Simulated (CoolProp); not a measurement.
Vapour-liquid equilibrium of propylene (1) + R134a (2) at 250.2 K; x and y are mole fractions of (1).

Computed with CoolProp (multi-fluid Helmholtz-energy mixture model, Lemmon 2013 and Tillner-Roth 1994; pair parameters Bell 2016).

Give the bubble pressure and the first vapour's composition at x = 0.05, 0.35, 0.425. Is there an azeotrope?

x = 0.05: 147.8 kPa, y = 0.239; x = 0.35: 248.7 kPa, y = 0.638; x = 0.425: 259.7 kPa, y = 0.672. y crosses x between x = 0.8 and 0.875: the model has an azeotrope there.

Pair parameters are fitted to limited data, so mixtures are less certain than the pure fluids.
